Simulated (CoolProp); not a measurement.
Vapour-liquid equilibrium of m-xylene (1) + n-nonane (2) at 479 kPa; x and y are mole fractions of (1).

Values from CoolProp's multi-fluid Helmholtz-energy mixture model, Zhou 2012 and Lemmon 2006; pair parameters Bell 2016.

### Question
Give the bubble temperature and the first vapour's composition at x = 0.35, 0.425, 0.8. Is there an azeotrope?

### Answer
x = 0.35: 486.2 K, y = 0.413; x = 0.425: 485.1 K, y = 0.484; x = 0.8: 481.7 K, y = 0.812. No azeotrope shows between x = 0.05 and 0.95.

Pair parameters are fitted to limited data, so mixtures are less certain than the pure fluids.
